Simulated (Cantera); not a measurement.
Input (Python, Cantera) and output of one run.

```python
import numpy as np
import cantera as ct

gas_names = [...]  # 118 gases of nasa_gas.yaml made of C, Cl, F, H
cond_names = """
    C(gr) C6H6(L) C7H8(L) C8H18(L),n-octa
""".split()


# ... load() reads the species with a 1 bar reference pressure and builds the phases ...
atoms = {
    'CH2F2': {'C': 1, 'H': 2, 'F': 2},
    'HCl': {'H': 1, 'CL': 1},
}
top_T = {'C(gr)': 4500}  # K; cautious upper limits of use, not melting points


# ... equilibrate(T, P, feed) seeds the gas with the atoms and calls Mixture.equilibrate('TP', solver="vcs", rtol=1e-11, max_steps=5000) ...
results = []
feed = {'CH2F2': 1, 'HCl': 0.62}  # mol
P = 100000  # Pa
for T in [1698, 1798, 1898, 1998, 2098, 2198, 2298, 2398, 2498, 2598, 2698, 2798, 2898]:
    mix = equilibrate(T, P, feed)
    results.append((T, P, feed, dict(zip(mix.species_names, mix.species_moles))))

top = {s: max(r[3][s] / sum(r[3][g] for g in gas_names) for r in results) for s in gas_names}
cols = sorted((s for s in top if top[s] > 1e-05), key=lambda s: -top[s])[:6]
seen = [c for c in cond_names if any(r[3].get(c, 0) > 1e-12 for r in results)]
print("log10 of partial pressures in bar; condensed amounts in mol")
print(f"{'T/K':>10s}" + "".join(f"{s[:9]:>10s}" for s in cols + seen))
for T, P, feed, n in results:
    ng = sum(n[g] for g in gas_names)
    print(f"{T:10.4g}" + "".join(f"{np.log10(max(n[s] / ng * P / 1e5, 1e-99)):10.3f}" for s in cols)
          + "".join(f"{n.get(c, 0):10.4g}" for c in seen))
```

Output:

```
log10 of partial pressures in bar; condensed amounts in mol
       T/K        HF       HCL        CL        H2         H         F     C(gr)
      1698    -0.118    -0.628    -2.959    -3.236    -5.458    -6.353         1
      1798    -0.118    -0.630    -2.704    -2.990    -4.948    -5.858         1
      1898    -0.118    -0.633    -2.477    -2.770    -4.492    -5.416         1
      1998    -0.118    -0.637    -2.274    -2.572    -4.081    -5.017         1
      2098    -0.119    -0.643    -2.091    -2.395    -3.709    -4.655         1
      2198    -0.120    -0.651    -1.925    -2.236    -3.372    -4.324    0.9999
      2298    -0.121    -0.662    -1.776    -2.095    -3.066    -4.021    0.9998
      2398    -0.123    -0.676    -1.641    -1.970    -2.787    -3.741    0.9995
      2498    -0.125    -0.694    -1.518    -1.860    -2.533    -3.481     0.999
      2598    -0.127    -0.717    -1.408    -1.765    -2.302    -3.238    0.9981
      2698    -0.131    -0.744    -1.308    -1.685    -2.091    -3.010    0.9965
      2798    -0.135    -0.777    -1.219    -1.619    -1.900    -2.794    0.9939
      2898    -0.140    -0.816    -1.139    -1.567    -1.726    -2.590    0.9895
```

Method: chemical equilibrium by Gibbs-energy minimisation in Cantera with the NASA 1993 tables (ideal gas, pure condensed phases).
